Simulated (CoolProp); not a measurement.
Vapour-liquid equilibrium of carbon dioxide (1) + R143a (2) at 273.7 K; x and y are mole fractions of (1).

Model: multi-fluid Helmholtz-energy mixture model, Span 1996 and Lemmon and Jacobsen 2000; pair parameters Bell 2016, in CoolProp.

| x | bubble pressure (bar) | y at the bubble point | dew pressure at overall composition x (bar) | liquid density (mol/L) |
|---|---|---|---|---|
| 0.05 | 7.392 | ___ | 6.597 | 12.45 |
| 0.2 | 11.35 | 0.507 | 7.659 | 13.34 |
| 0.35 | 15.86 | ___ | 9.112 | 14.32 |
| 0.5 | 20.41 | 0.794 | 11.23 | ___ |
| 0.65 | 24.80 | 0.865 | 14.62 | 16.70 |
| 0.8 | 29.14 | ___ | 20.72 | 18.23 |
| 0.95 | 33.73 | ___ | 31.35 | 20.20 |

Some entries are withheld; supply them.


- 0.05, y at the bubble point: 0.166
- 0.35, y at the bubble point: 0.689
- 0.5, liquid density (mol/L): 15.43
- 0.8, y at the bubble point: 0.923
- 0.95, y at the bubble point: 0.980

No azeotrope shows between x = 0.05 and 0.95.

Pair parameters are fitted to limited data, so mixtures are less certain than the pure fluids.
